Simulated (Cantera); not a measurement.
An isothermal, constant-pressure homogeneous reactor starts with NO : N2 = 1 : 19 (molar parts), at 2175 K and 0.0133 bar. Integrator tolerance rtol = 1e-08.

Model: GRI-Mech 3.0 (53 species, 325 reactions), integrated in Cantera. Radical loss at walls, strong at low pressure, is not modelled.

**Question.** What does this change do: temperature 2175 to 1875 K?

**Answer.** 
| quantity | before | after |
|---|---|---|
| x(NO) at 10.0 s | 0.0176 (gas-phase equilibrium 0.00424) | 0.0491 (gas-phase equilibrium 0.00200) |
| x(O) at 10.0 s | 0.00223 (gas-phase equilibrium 0.00293) | 7.45e-5 (gas-phase equilibrium 0.000324) |
| x(NO2) at 10.0 s | 7.19e-7 (gas-phase equilibrium 2.06e-7) | 7.75e-7 (gas-phase equilibrium 1.67e-7) |
| x(O2) at 10.0 s | 0.0151 (gas-phase equilibrium 0.0214) | 0.000404 (gas-phase equilibrium 0.0238) |
| x(N2O) at 10.0 s | 1.33e-7 (gas-phase equilibrium 3.03e-8) | 9.83e-7 (gas-phase equilibrium 1.46e-8) |
| x(N2) at 10.0 s | 0.965 (gas-phase equilibrium 0.971) | 0.950 (gas-phase equilibrium 0.974) |

**Question.** What does this change do: temperature 2175 to 1475 K?

**Answer.** 
| quantity | before | after |
|---|---|---|
| x(NO) at 10.0 s | 0.0176 (gas-phase equilibrium 0.00424) | 0.0500 (gas-phase equilibrium 0.000415) |
| x(O) at 10.0 s | 0.00223 (gas-phase equilibrium 0.00293) | 4.43e-7 (gas-phase equilibrium 3.94e-6) |
| x(NO2) at 10.0 s | 7.19e-7 (gas-phase equilibrium 2.06e-7) | 9.91e-7 (gas-phase equilibrium 9.50e-8) |
| x(O2) at 10.0 s | 0.0151 (gas-phase equilibrium 0.0214) | 1.22e-6 (gas-phase equilibrium 0.0248) |
| x(N2O) at 10.0 s | 1.33e-7 (gas-phase equilibrium 3.03e-8) | 7.35e-7 (gas-phase equilibrium 3.29e-9) |
| x(N2) at 10.0 s | 0.965 (gas-phase equilibrium 0.971) | 0.950 (gas-phase equilibrium 0.975) |
